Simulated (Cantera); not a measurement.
**Adiabatic ignition**

An adiabatic, constant-volume homogeneous reactor starts with CH3OH : O2 : N2 = 1 : 2.83 : 10.6 (molar parts), equivalence ratio 0.53, at 1025 K and 2500000 Pa.

Cantera simulation using GRI-Mech 3.0 (53 species, 325 reactions); the numbers are that mechanism's predictions, not measurements. GRI-Mech 3.0 was tuned for natural gas; its chemistry of methanol as a main component is partial and can be far from experiment. The pressure lies above the range GRI-Mech 3.0 was tuned for (to about 10 atm).

```tsv
t (s)	T (K)	P (bar)	x CH3OH	x O2	x OH	x CH2CO	x CH2	x CH2O
8.00e-6	1025	25.0	0.0693	0.196	<1e-12	<1e-12	<1e-12	4.57e-10
1.75e-5	1025	25.0	0.0693	0.196	<1e-12	<1e-12	<1e-12	1.08e-9
3.83e-5	1025	25.0	0.0693	0.196	<1e-12	<1e-12	<1e-12	2.47e-9
8.37e-5	1025	25.0	0.0693	0.196	<1e-12	<1e-12	<1e-12	5.51e-9
0.000183	1025	25.0	0.0693	0.196	<1e-12	<1e-12	<1e-12	1.22e-8
0.000400	1025	25.0	0.0693	0.196	<1e-12	<1e-12	<1e-12	2.69e-8
0.000875	1025	25.0	0.0693	0.196	<1e-12	<1e-12	<1e-12	5.95e-8
0.00191	1025	25.0	0.0693	0.196	<1e-12	<1e-12	<1e-12	1.37e-7
0.00418	1025	25.0	0.0693	0.196	<1e-12	<1e-12	<1e-12	3.72e-7
0.00915	1025	25.0	0.0693	0.196	3.33e-12	<1e-12	<1e-12	1.69e-6
0.0200	1025	25.0	0.0693	0.196	8.47e-11	<1e-12	<1e-12	3.21e-5
0.0437	2443	61.8	<1e-12	0.0821	0.00391	<1e-12	<1e-12	5.19e-12
0.0956	2443	61.8	<1e-12	0.0821	0.00391	<1e-12	<1e-12	5.19e-12
0.209	2443	61.8	<1e-12	0.0821	0.00391	<1e-12	<1e-12	5.19e-12
0.457	2443	61.8	<1e-12	0.0821	0.00391	<1e-12	<1e-12	5.19e-12
1.00	2443	61.8	<1e-12	0.0821	0.00391	<1e-12	<1e-12	5.19e-12
```
x: mole fraction; the columns are a selection and need not sum to one.

```json
{
  "time_of_steepest_temperature_rise": "29.5 ms",
  "temperature at 1.00 s": "2443 K",
  "equilibrium_temperature": "2443 K",
  "x(CH3OH) at 1.00 s": "<1e-12 (gas-phase equilibrium <1e-12)",
  "x(O2) at 1.00 s": "0.0821 (gas-phase equilibrium 0.0821)",
  "x(OH) at 1.00 s": "0.00391 (gas-phase equilibrium 0.00391)"
}
```
